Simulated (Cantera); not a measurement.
Input (Python, Cantera) and output of one run.

```python
import numpy as np
import cantera as ct

gas_names = """
    H H2 N NH NH2 NH3 N2 N2H2 N2H4 Si SiH SiH2 SiH3 SiH4 SiN Si2 Si2N Si3
""".split()
cond_names = """
    Si(cr) Si(L) Si3N4(a)
""".split()


# ... load() reads the species with a 1 bar reference pressure and builds the phases ...
atoms = {
    'Si3N4': {'Si': 3, 'N': 4},
    'Si': {'Si': 1},
    'H2': {'H': 2},
}
top_T = {'Si3N4(a)': 2400}  # K; cautious upper limits of use, not melting points


# ... equilibrate(T, P, feed) seeds the gas with the atoms and calls Mixture.equilibrate('TP', solver="vcs", rtol=1e-11, max_steps=5000) ...
results = []
feed = {'Si3N4': 1, 'Si': 0.0037, 'H2': 0.033}  # mol
P = 133.322  # Pa
for T in [1925, 2025, 2125, 2225, 2325, 2425, 2525, 2625, 2725, 2825, 2925]:
    mix = equilibrate(T, P, feed)
    results.append((T, P, feed, dict(zip(mix.species_names, mix.species_moles))))
    x = sorted(zip(gas.X, gas.species_names), reverse=True)
    print(f"T = {T:g} K  P = {P:g} Pa  gas = {mix.phase_moles(0):.4g} mol")
    print("   x: " + "  ".join(f"{s} {v:.3e}" for v, s in x if v > 0.001))
    print("   condensed (mol): " + ("  ".join(f"{mix.phase(i).name} {mix.phase_moles(i):.4g}"
          for i in range(1, mix.n_phases) if mix.phase_moles(i) > 1e-12) or "none"))
```

Output:

```
T = 1925 K  P = 133.322 Pa  gas = 2.064 mol
   x: N2 9.689e-01  H2 1.439e-02  Si 1.305e-02  H 3.141e-03
   condensed (mol): Si(L) 2.975
T = 2025 K  P = 133.322 Pa  gas = 2.135 mol
   x: N2 9.364e-01  Si 4.367e-02  H2 1.246e-02  H 5.883e-03
   condensed (mol): Si(L) 2.905
T = 2125 K  P = 133.322 Pa  gas = 2.359 mol
   x: N2 8.469e-01  Si 1.302e-01  H 9.498e-03  H2 9.122e-03  Si2 1.790e-03  Si2N 1.011e-03
   condensed (mol): Si(L) 2.678
T = 2225 K  P = 133.322 Pa  gas = 3.208 mol
   x: N2 6.218e-01  Si 3.515e-01  H 1.163e-02  Si2 5.907e-03  H2 4.296e-03  Si2N 1.762e-03  SiN 1.628e-03  Si3 1.141e-03
   condensed (mol): Si(L) 1.81
T = 2325 K  P = 133.322 Pa  gas = 5.001 mol
   x: Si 5.779e-01  N2 3.985e-01  H 1.051e-02  Si2 7.741e-03  SiN 1.783e-03  H2 1.216e-03  Si2N 1.188e-03
   condensed (mol): none
T = 2425 K  P = 133.322 Pa  gas = 5.036 mol
   x: Si 5.851e-01  N2 3.961e-01  H 1.179e-02  Si2 4.082e-03  SiN 1.522e-03
   condensed (mol): none
T = 2525 K  P = 133.322 Pa  gas = 5.052 mol
   x: Si 5.883e-01  N2 3.952e-01  H 1.245e-02  Si2 2.236e-03  SiN 1.310e-03
   condensed (mol): none
T = 2625 K  P = 133.322 Pa  gas = 5.059 mol
   x: Si 5.898e-01  N2 3.947e-01  H 1.275e-02  Si2 1.276e-03  SiN 1.139e-03
   condensed (mol): none
T = 2725 K  P = 133.322 Pa  gas = 5.063 mol
   x: Si 5.907e-01  N2 3.945e-01  H 1.289e-02  SiN 1.000e-03
   condensed (mol): none
T = 2825 K  P = 133.322 Pa  gas = 5.065 mol
   x: Si 5.912e-01  N2 3.944e-01  H 1.296e-02
   condensed (mol): none
T = 2925 K  P = 133.322 Pa  gas = 5.066 mol
   x: Si 5.915e-01  N2 3.943e-01  H 1.299e-02
   condensed (mol): none
```

Equilibrium computed with Cantera from the NASA thermochemical tables; the gas is ideal and each condensed phase is pure. The tables' values for SiN are old estimates; treat these amounts as uncertain.
